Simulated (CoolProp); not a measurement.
Values from CoolProp's reference Helmholtz-energy equation of state, Lemmon 2006. It is a short technical equation, of lower accuracy than the large ones.

Problem. For isopentane, give the phase and the cp (kJ/(kg K)), expansivity (1/kK), conductivity (mW/(m K)) at 496.3 K and 6.57 MPa.

Solution. 
- 496.3 K and 6.57 MPa: supercritical; cp 4.11, expansivity 10.9, conductivity 59.7

Thermal conductivity comes from a separate model (Vassiliou 2015).
